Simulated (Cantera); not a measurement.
## Reactions in the system Al-F-H

Cantera with NASA thermochemical tables; ideal gases at 1 bar, condensed phases pure. Values are per mole of reaction as written; species without (g) are pure solids or liquids, kept so even where they would boil at 1 bar.

2 AlF3(g) + 3 H2(g) → 6 HF(g) + 2 Al(g)

| T (K) | ΔH° (kJ) | ΔS° (J/K) | ΔG° (kJ) | log10 K |
|---|---|---|---|---|
| 575 | 1440.1 | 421.0 | 1198.0 | -108.83 |
| 775 | 1435.5 | 414.2 | 1114.5 | -75.11 |
| 975 | 1430.0 | 407.9 | 1032.3 | -55.30 |
| 1175 | 1424.6 | 402.9 | 951.2 | -42.28 |
| 1375 | 1419.3 | 398.7 | 871.1 | -33.09 |
| 1575 | 1414.3 | 395.3 | 791.7 | -26.25 |
